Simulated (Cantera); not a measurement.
Charge: 1 mol MgO, 0.3 mol HCl, 2.7 mol N2, equilibrated at 1352 °C and 58.0 mbar.

Cantera equilibrium calculation (NASA polynomials, part measured and part estimated; ideal gas, pure solids and liquids). Candidate condensed phases: H2O, Mg, MgCl2, MgO, Mg(OH)2, NH4Cl; 38 gas species. Rates play no part.

Task: What is the equilibrium state?

Result: 
| Item | Result |
|---|---|
| x(N2) | 0.900 |
| x(HCl) | 0.0805 |
| x(MgCl2) | 0.00926 |
| x(H2O) | 0.00925 |
| x(Cl) | 0.000879 |
| x(H2) | 0.000447 |
| x(H) | 6.19e-6 |
| x(OH) | 5.40e-6 |
| x(NO) | 3.82e-6 |
| n(MgO(s)) | 0.972 mol |
| gas amount | 3.001 mol |
| log10 activity of Mg(l) (absent) | -9.80 |
